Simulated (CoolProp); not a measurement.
Vapour-liquid equilibrium of R22 (1) + R152A (2) at 367 kPa; x and y are mole fractions of (1).

Values from CoolProp's multi-fluid Helmholtz-energy mixture model, Kamei 1995 and Outcalt 1996; pair parameters Bell 2016.

| x | bubble temperature (K) | y at the bubble point | dew temperature at overall composition x (K) | liquid density (mol/L) |
|---|---|---|---|---|
| 0.05 | 281.8 | 0.075 | 282.1 | 14.24 |
| 0.2 | 279.1 | 0.284 | 280.2 | 14.39 |
| 0.35 | 276.3 | 0.471 | 278.1 | 14.54 |
| 0.5 | 273.5 | 0.635 | 275.8 | 14.69 |
| 0.65 | 270.6 | 0.774 | 273.2 | 14.84 |
| 0.8 | 267.7 | 0.888 | 270.0 | 14.99 |
| 0.95 | 265.0 | 0.976 | 265.9 | 15.13 |

No azeotrope shows between x = 0.05 and 0.95.

Pair parameters are fitted to limited data, so mixtures are less certain than the pure fluids.
